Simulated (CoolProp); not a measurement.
Values from CoolProp's reference Helmholtz-energy equation of state, Thol 2017.

Task: For octamethyltrisiloxane (MDM), give the phase and the cp (kJ/(kg K)), cv (kJ/(kg K)), speed of sound (m/s) at 115.15 °C and 0.971 MPa; 124.75 °C and 0.971 MPa; 134.35 °C and 0.971 MPa.

Result: 
- 115.15 °C and 0.971 MPa: liquid; cp 2.01, cv 1.69, speed of sound 633
- 124.75 °C and 0.971 MPa: liquid; cp 2.03, cv 1.72, speed of sound 603
- 134.35 °C and 0.971 MPa: liquid; cp 2.06, cv 1.74, speed of sound 574
